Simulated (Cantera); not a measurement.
Charge: 1 mol Al(CH3)3, 0.85 mol H2O, 8.2 mol N2, equilibrated at 1725 °C.

Method: chemical equilibrium by Gibbs-energy minimisation in Cantera with the NASA 1993 tables (ideal gas, pure condensed phases). Candidate condensed phases: Al, AlN, Al2O3, C, C6H6, C7H8, C8H18, H2O; 148 gas species. The feed counts by its element totals alone. Equilibrium is a limit: real reactors are often held back by kinetics, nucleation or transport.

Q: At 3.20 mbar, list the 7 most abundant gas species with their mole fractions, and the condensed phases.

A: N2 0.525, H2 0.333, Al 0.0638, CO 0.0547, H 0.0164, HCN 0.00612, AlH 0.000584. Condensed: C(graphite).
